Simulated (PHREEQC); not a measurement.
# Polishing slurry liquid (model solution)

Consider water at 25 °C with 2.4 mmol/kgw HNO3, 0.077 mmol/kgw Al(NO3)3 and 0.012 mmol/kgw CO2. Closed to the air; pH follows from the charge balance.

Equilibrium calculation in PHREEQC: ion-association model, phreeqc.dat.

Precipitation was switched off in this run.

Question: Estimate the pH, specific conductance.

Answer: pH 2.64; specific conductance 999 µS/cm.
